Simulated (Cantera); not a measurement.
# Hydrocarbon pyrolysis for carbon deposition

An isothermal, constant-pressure homogeneous reactor starts with 44.2 % C2H6, 48.7 % H2, 7.08 % N2, at 1650 K and 0.00520 bar.

Computed with Cantera and GRI-Mech 3.0 (53 species, 325 reactions). GRI-Mech 3.0 stops at C3 and has no aromatics, soot or wall deposition, so with more carbon than oxygen in the feed, carbon stays in small species such as C2H2 where larger ones or solid carbon would form. Radical loss at walls, strong at low pressure, is not modelled.

| t (s) | x C2H6 | x H2 | x CH4 | x H | x C2H2 | x CH2 |
|---|---|---|---|---|---|---|
| 2.00e-6 | 0.442 | 0.487 | 3.39e-6 | 2.26e-6 | <1e-12 | 2.78e-10 |
| 1.55e-5 | 0.439 | 0.485 | 0.000197 | 5.96e-5 | 3.23e-10 | 1.24e-7 |
| 0.000120 | 0.401 | 0.479 | 0.00941 | 0.000831 | 7.65e-6 | 1.61e-5 |
| 0.000928 | 0.0752 | 0.451 | 0.194 | 0.00364 | 0.0176 | 5.80e-5 |
| 0.00719 | 0.000483 | 0.532 | 0.225 | 0.00118 | 0.131 | 6.58e-6 |
| 0.0557 | 6.94e-5 | 0.578 | 0.188 | 0.000432 | 0.178 | 1.21e-6 |
| 0.431 | 2.74e-5 | 0.637 | 0.115 | 0.000490 | 0.202 | 8.84e-7 |
| 3.34 | 1.58e-6 | 0.710 | 0.0219 | 0.000773 | 0.229 | 4.35e-7 |
| 25.8 | 1.23e-8 | 0.726 | 0.00159 | 0.00107 | 0.234 | 6.77e-8 |
| 200 | 7.96e-10 | 0.726 | 0.000323 | 0.00108 | 0.234 | 1.43e-8 |
x: mole fraction; the columns are a selection and need not sum to one.

Equilibrium at this temperature and pressure: C2H6 6.82e-10, H2 0.727, CH4 0.000292, H 0.00108, C2H2 0.216, CH2 1.29e-8 (gas phase only).
